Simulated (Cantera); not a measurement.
# Equilibrium for silicon oxide and oxynitride deposition: TEOS + CO2 + N2O

Input: 1 mol TEOS, 0.68 mol CO2, 0.9 mol N2O, at 1.00 Torr.

Cantera equilibrium calculation (NASA polynomials, part measured and part estimated; ideal gas, pure solids and liquids). Candidate condensed phases: C, C6H6, C7H8, C8H18, H2O, Si, SiC, SiO2, Si2N2O, Si3N4; 151 gas species. The feed counts by its element totals alone. Mutual solubility and eutectic melting of coexisting phases are not modelled. The tables hold silica as quartz up to 1696 K and as liquid above; real silica turns to tridymite and cristobalite and melts near 1996 K. Equilibrium is a limit: real reactors are often held back by kinetics, nucleation or transport.

| T (°C) | log p H2 | log p CO | log p N2 | log p CO2 | log p H2O | log p CH4 | log p SiO | n C(graphite) | n SiO2(α-quartz) | n SiO2(β-quartz) | n Si2N2O(s) |
|---|---|---|---|---|---|---|---|---|---|---|---|
| 502 | -3.05 | -3.49 | -4.09 | -4.62 | -4.89 | -5.79 | <-14 | 4.81 | 1.00 | 0 | 0 |
| 552 | -3.06 | -3.44 | -4.10 | -5.23 | -5.40 | -6.15 | <-14 | 4.52 | 1.00 | 0 | 0 |
| 602 | -3.06 | -3.43 | -4.10 | -5.83 | -5.88 | -6.47 | <-14 | 4.45 | 0 | 1.00 | 0 |
| 652 | -3.06 | -3.43 | -4.10 | -6.38 | -6.31 | -6.76 | <-14 | 4.43 | 0 | 1.00 | 0 |
| 702 | -3.06 | -3.43 | -4.10 | -6.87 | -6.70 | -7.01 | <-14 | 4.42 | 0 | 1.00 | 0 |
| 752 | -3.06 | -3.43 | -4.10 | -7.32 | -7.06 | -7.25 | -13.59 | 4.42 | 0 | 1.00 | 0 |
| 802 | -3.06 | -3.43 | -4.10 | -7.72 | -7.38 | -7.46 | -11.96 | 4.42 | 0 | 1.00 | 0 |
| 852 | -3.06 | -3.43 | -4.10 | -8.09 | -7.67 | -7.65 | -10.48 | 4.42 | 0 | 1.00 | 0 |
| 902 | -3.06 | -3.42 | -4.12 | -8.40 | -7.93 | -7.83 | -9.14 | 4.30 | 0 | 0.919 | 0.0405 |
| 952 | -3.08 | -3.32 | -4.48 | -8.52 | -8.11 | -8.05 | -8.15 | 2.92 | 0 | 0 | 0.500 |
| 1002 | -3.08 | -3.32 | -4.48 | -8.80 | -8.34 | -8.20 | -7.45 | 2.92 | 0 | 0 | 0.500 |
log p: log10 of the partial pressure in bar; n: condensed amount in mol.

From 502 °C to 552 °C the condensed part is C(graphite) + SiO2(α-quartz). From 602 °C to 852 °C the condensed part is C(graphite) + SiO2(β-quartz). At 902 °C the condensed part is C(graphite) + SiO2(β-quartz) + Si2N2O(s). From 952 °C to 1002 °C the condensed part is C(graphite) + Si2N2O(s).
